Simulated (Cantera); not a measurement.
## Fe + H2S + N2 (metals in furnace atmospheres)

Charge: 1 mol Fe, 2.8 mol H2S, 10 mol N2, at 100000 Pa.

Cantera equilibrium calculation (NASA polynomials, part measured and part estimated; ideal gas, pure solids and liquids). Candidate condensed phases: Fe, FeS, FeS2, S; 16 gas species. FeS: taken at fixed stoichiometry. Gases not in the tables: S3 to S7. The numbers say what is thermodynamically allowed, not how fast it happens.

```json
[
 {"T (K)": "1073", "x N2": "0.781", "x H2": "0.0795", "x H2S": "0.139", "x S2": "0.000723", "x SH": "1.14e-5", "x S": "1.09e-9", "n FeS(s)": "1.00", "n FeS(l)": "0"},
 {"T (K)": "1173", "x N2": "0.779", "x H2": "0.0845", "x H2S": "0.133", "x S2": "0.00331", "x SH": "5.14e-5", "x S": "1.84e-8", "n FeS(s)": "1.00", "n FeS(l)": "0"},
 {"T (K)": "1273", "x N2": "0.774", "x H2": "0.0957", "x H2S": "0.121", "x S2": "0.00909", "x SH": "0.000165", "x S": "1.75e-7", "n FeS(s)": "1.00", "n FeS(l)": "0"},
 {"T (K)": "1373", "x N2": "0.768", "x H2": "0.111", "x H2S": "0.104", "x S2": "0.0171", "x SH": "0.000408", "x S": "1.07e-6", "n FeS(s)": "1.00", "n FeS(l)": "0"},
 {"T (K)": "1473", "x N2": "0.761", "x H2": "0.128", "x H2S": "0.0849", "x S2": "0.0256", "x SH": "0.000831", "x S": "4.73e-6", "n FeS(s)": "0", "n FeS(l)": "1.00"},
 {"T (K)": "1573", "x N2": "0.755", "x H2": "0.143", "x H2S": "0.0677", "x S2": "0.0333", "x SH": "0.00147", "x S": "1.67e-5", "n FeS(s)": "0", "n FeS(l)": "1.00"},
 {"T (K)": "1673", "x N2": "0.749", "x H2": "0.156", "x H2S": "0.0531", "x S2": "0.0397", "x SH": "0.00235", "x S": "4.91e-5", "n FeS(s)": "0", "n FeS(l)": "1.000"},
 {"T (K)": "1773", "x N2": "0.745", "x H2": "0.165", "x H2S": "0.0414", "x S2": "0.0445", "x SH": "0.00347", "x S": "0.000126", "n FeS(s)": "0", "n FeS(l)": "1.000"},
 {"T (K)": "1873", "x N2": "0.742", "x H2": "0.173", "x H2S": "0.0323", "x S2": "0.0480", "x SH": "0.00482", "x S": "0.000287", "n FeS(s)": "0", "n FeS(l)": "1.000"},
 {"T (K)": "1973", "x N2": "0.739", "x H2": "0.178", "x H2S": "0.0254", "x S2": "0.0503", "x SH": "0.00637", "x S": "0.000596", "n FeS(s)": "0", "n FeS(l)": "0.999"}
]
```
x: gas mole fraction; n: condensed amount in mol.

From 1073 K to 1373 K the condensed part is FeS(s). From 1473 K to 1973 K the condensed part is FeS(l).
